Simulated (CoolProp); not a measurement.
Saturated liquid density (kg/m³) of R1234ze(E): the reference equation beside estimates from Tc = 382.5 K, pc = 3.635 MPa, ω = 0.313. Rackett uses Z = 0.29056 − 0.08775 ω.

Computed with CoolProp (reference Helmholtz-energy equation of state, Thol 2016).

| T (K) | reference | Rackett | van der Waals | Redlich-Kwong | Soave-Redlich-Kwong | Peng-Robinson |
|---|---|---|---|---|---|---|
| 234.5 | 1346 | 1371 | 796.2 | 1170 | 1218 | 1375 |
| 241 | 1329 | 1354 | 786.6 | 1154 | 1203 | 1358 |
| 247.5 | 1312 | 1335 | 776.7 | 1136 | 1187 | 1341 |
| 254 | 1294 | 1317 | 766.5 | 1118 | 1171 | 1324 |
| 260.5 | 1276 | 1298 | 756.0 | 1100 | 1154 | 1305 |
| 267 | 1258 | 1279 | 745.2 | 1081 | 1136 | 1285 |
| 273.5 | 1239 | 1259 | 734.1 | 1061 | 1117 | 1265 |
| 280 | 1220 | 1239 | 722.5 | 1040 | 1097 | 1243 |
| 286.5 | 1200 | 1218 | 710.6 | 1019 | 1076 | 1220 |
| 293 | 1180 | 1197 | 698.2 | 996.8 | 1055 | 1196 |
| 299.5 | 1159 | 1174 | 685.2 | 973.5 | 1032 | 1170 |
| 306 | 1137 | 1151 | 671.8 | 949.3 | 1007 | 1143 |

Absolute difference from the reference over all 12 rows, mean and median: Rackett 1.6 and 1.6 %, van der Waals 40.8 and 40.8 %, Redlich-Kwong 14.4 and 14.2 %, Soave-Redlich-Kwong 10.0 and 9.8 %, Peng-Robinson 1.8 and 2.1 %.
